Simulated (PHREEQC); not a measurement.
Model water analysis in mmol/kgw, 25 °C, pH 2.39, pe 10.7:

| constituent | mmol/kgw |
|---|---|
| Na | 3.83 |
| K | 1.39 |
| Ca | 4.91 |
| Mg | 1.57 |
| Cl | 5.15 |
| S(6) | 10.3 |
| Cd | 0.0142 |

Valence states are taken as typed.

The numbers come from PHREEQC with the ion-association model, wateq4f.dat.

Precipitation was switched off in this run.

**Question.** Order these S species by the share of S that they hold, largest first: MgSO4, SO4-2, CaSO4, NaSO4-, HSO4-.

**Answer.** SO4-2 (65 %), HSO4- (16 %), CaSO4 (13 %), MgSO4 (4.7 %), NaSO4- (0.64 %)

**Question.** Order these Ca species by the share of Ca that they hold, largest first: CaHSO4+, Ca+2, CaSO4.

**Answer.** Ca+2 (72 %), CaSO4 (27 %), CaHSO4+ (0.76 %)

The pH is 2.39 and the ionic strength 0.0311 mol/kgw. Complexes and solids missing from the database can't appear.
